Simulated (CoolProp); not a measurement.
Sulfur dioxide at 298.15 K and 0.301 MPa is throttled through a valve to 0.195 MPa with no heat exchange. Each further row changes one setting.

The numbers come from the reference Helmholtz-energy equation of state, Gao 2016 in CoolProp.

```json
[
 {"case": "as stated", "temperature change (K)": "(withheld)", "final density (kg/m³)": "5.30"},
 {"case": "outlet pressure 0.0585 MPa", "temperature change (K)": "(withheld)", "final density (kg/m³)": "1.58"},
 {"case": "outlet pressure 0.254 MPa", "temperature change (K)": "(withheld)", "final density (kg/m³)": "6.91"}
]
```

### Question
Complete the blanks.

### Answer

- as stated, temperature change (K): -4.1
- outlet pressure 0.0585 MPa, temperature change (K): -9.8
- outlet pressure 0.254 MPa, temperature change (K): -1.8
